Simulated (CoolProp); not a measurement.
Properties of nitrogen along the isobar 98.8 bar.

Model: reference Helmholtz-energy equation of state, Span 2000, in CoolProp.

```tsv
T (°C)	phase	cv (kJ/(kg K))	speed of sound (m/s)	isothermal compressibility (1/MPa)	viscosity (µPa s)	fugacity coefficient
-183.45	liquid	1.043	820.9	0.003621	124	0.05155
-152.35	liquid	0.9384	550.4	0.01254	57.3	0.2656
-121.25	supercritical	0.9011	319.9	0.07789	26.2	0.5608
-90.15	supercritical	0.8346	295.0	___	18.1	0.7593
-59.05	supercritical	___	318.0	0.1053	17.6	0.8691
-28.05	supercritical	0.7787	341.7	___	18.2	0.9333
3.05	supercritical	0.7691	363.6	0.09935	19.1	0.9730
34.15	supercritical	0.7636	383.6	0.09812	20.2	0.9983
```

Question: Fill in the missing entries.

Answer: 
- -90.15, isothermal compressibility (1/MPa): 0.1113
- -59.05, cv (kJ/(kg K)): 0.7966
- -28.05, isothermal compressibility (1/MPa): 0.1015

Viscosity comes from a separate model (Lemmon 2004).
